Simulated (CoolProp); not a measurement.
A closed Brayton cycle with carbon dioxide: compressor inlet 314.15 K and 8.9 MPa, high pressure 17.8 MPa, turbine inlet 875 K, compressor efficiency 0.89, turbine efficiency 0.9, recuperator effectiveness 0.9 (on enthalpy, no pinch check). Each further row changes one setting.

Values from CoolProp's reference Helmholtz-energy equation of state, Span 1996.

```csv
case,thermal efficiency (%),net work (kJ/kg),compressor to turbine work,compressor exit (K),turbine exit (K)
as stated,31.9,78.9,0.21,351.3,788.0
turbine inlet 825 K,30.8,72.7,?,351.3,741.2
compressor inlet 324.15 K,32.3,70.0,0.30,377.1,788.0
high pressure 15.1 MPa,28.3,61.9,?,?,808.3
recuperator effectiveness 0.5,?,78.9,0.21,351.3,788.0
```

Q: What belongs in the gaps?

A: 
- turbine inlet 825 K, compressor to turbine work: 0.22
- high pressure 15.1 MPa, compressor to turbine work: 0.19
- high pressure 15.1 MPa, compressor exit (K): 342.4
- recuperator effectiveness 0.5, thermal efficiency (%): 17.3
